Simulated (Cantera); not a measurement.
# Moist CO burnout

An isothermal, constant-pressure homogeneous reactor starts with 1.98 % CO, 6.34 % O₂, 7.13 % H₂O, 84.5 % N₂, at 1400 K and 0.620 bar.

Model: GRI-Mech 3.0 (53 species, 325 reactions), integrated in Cantera.

```csv
t (s),x CO,x O₂,x H₂O,x OH,x H₂O₂
3.00e-6,0.0198,0.0634,0.0713,3.63e-10,<1e-12
1.18e-5,0.0198,0.0634,0.0713,2.46e-9,1.49e-12
4.60e-5,0.0198,0.0634,0.0713,2.39e-8,1.51e-11
0.000180,0.0198,0.0634,0.0713,7.80e-7,2.79e-10
0.000706,0.0135,0.0599,0.0696,0.00130,6.70e-7
0.00277,0.000552,0.0541,0.0716,0.000510,2.52e-7
0.0108,2.83e-5,0.0540,0.0720,0.000132,3.67e-8
0.0425,1.32e-6,0.0540,0.0720,4.53e-5,5.86e-9
0.166,1.47e-7,0.0540,0.0720,2.33e-5,1.77e-9
0.652,1.08e-7,0.0540,0.0720,2.10e-5,1.48e-9
2.55,1.08e-7,0.0540,0.0720,2.10e-5,1.47e-9
10.0,1.08e-7,0.0540,0.0720,2.10e-5,1.47e-9
```
x: mole fraction; the columns are a selection and need not sum to one.

Equilibrium at this temperature and pressure: CO 1.08e-7, O₂ 0.0538, H₂O 0.0720, OH 2.10e-5, H₂O₂ 1.47e-9 (gas phase only).
